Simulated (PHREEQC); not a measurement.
**Copper plating or etch bath**

Solution (25 °C): 3.3 mmol/kgw Cu(BF4)2 and 0.074 mmol/kgw H2SO4. Closed to the air; pH follows from the charge balance.

All values are PHREEQC results (ion-association model, phreeqc.dat), not measurements.

Precipitation was switched off in this run.

Task: What pH, ionic strength does the model give?

Result: pH 2.94; ionic strength 0.0110 mol/kgw.

Task: In which forms is S present?

Result: SO4-2 73 %, CuSO4 21 %, HSO4- 5.9 % of the S.

Real BF4- forms and hydrolyses slowly; the run takes it at equilibrium.
